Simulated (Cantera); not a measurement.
Mixture: CH4 : O2 : N2 = 1 : 3.85 : 22.3 (molar parts), equivalence ratio 0.52, at 10.0 bar, adiabatic and at constant pressure. Ignition delay is the time to a rise of 400 K.

Computed with Cantera and GRI-Mech 3.0 (53 species, 325 reactions).

**Question.** Predict: delay at 1275 K; delay at 1350 K; delay at 1425 K; delay at 1500 K; delay at 1575 K; delay at 1650 K; apparent activation energy between 1500 and 1650 K.

**Answer.** 
```json
{
  "delay at 1275 K": "2.17 ms",
  "delay at 1350 K": "0.953 ms",
  "delay at 1425 K": "0.443 ms",
  "delay at 1500 K": "0.216 ms",
  "delay at 1575 K": "0.110 ms",
  "delay at 1650 K": "59.5 µs",
  "apparent activation energy between 1500 and 1650 K": "180 kJ/mol"
}
```
